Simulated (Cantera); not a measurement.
Cantera with NASA thermochemical tables; ideal gases at 1 bar, condensed phases pure. Values are per mole of reaction as written; species without (g) are pure solids or liquids, kept so even where they would boil at 1 bar.

### Question
Between 300 and 1023 K, where is each reaction favourable under standard conditions?
- 3 O(g) + 2 B + BF₃(g) → B₃O₃F₃(g)

### Answer
- 3 O(g) + 2 B + BF₃(g) → B₃O₃F₃(g): ΔG° is -1855 kJ at 300 K and -1553 kJ at 1023 K; it stays negative (K > 1). ΔH° is -1983 kJ and ΔS° -420 J/K at 1023 K.
